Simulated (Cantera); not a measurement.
Gas mixture: 100 % NH₃, at 0.120 bar, frozen composition.

Cantera's kinetic-theory transport with the Lennard-Jones parameters of GRI-Mech 3.0, ideal gas; thermal conductivity in the multicomponent form. Polar gases are described roughly by these parameters. The composition is frozen, though it would react at the higher temperatures.

D: mixture-averaged diffusion coefficient of that species in the mixture.

```tsv
T (K)	ρ (kg/m³)	cp (J/kg/K)	μ (µPa s)	λ (mW/m/K)	Pr	D (cm²/s) CH₄	D (cm²/s) H₂O	D (cm²/s) NO
400	0.0615	2269	13.9	44.2	0.715	3.27	2.96	3.19
550	0.0447	2565	19.2	68.7	0.716	5.94	5.69	5.72
700	0.0351	2844	24.3	95.9	0.719	9.22	9.25	8.80
850	0.0289	3087	29.1	124	0.722	13.0	13.6	12.4
1000	0.0246	3319	(withheld)	(withheld)	0.724	(withheld)	(withheld)	(withheld)
1150	0.0214	3518	37.9	184	0.726	22.1	24.2	20.8
1300	0.0189	3695	(withheld)	(withheld)	0.728	(withheld)	(withheld)	(withheld)
```

Task: Some entries are withheld; supply them.

Result: 
- 1000, μ (µPa s): 33.6
- 1000, λ (mW/m/K): 154
- 1000, D (cm²/s) CH₄: 17.3
- 1000, D (cm²/s) H₂O: 18.6
- 1000, D (cm²/s) NO: 16.4
- 1300, μ (µPa s): 42.0
- 1300, λ (mW/m/K): 213
- 1300, D (cm²/s) CH₄: 27.3
- 1300, D (cm²/s) H₂O: 30.5
- 1300, D (cm²/s) NO: 25.6
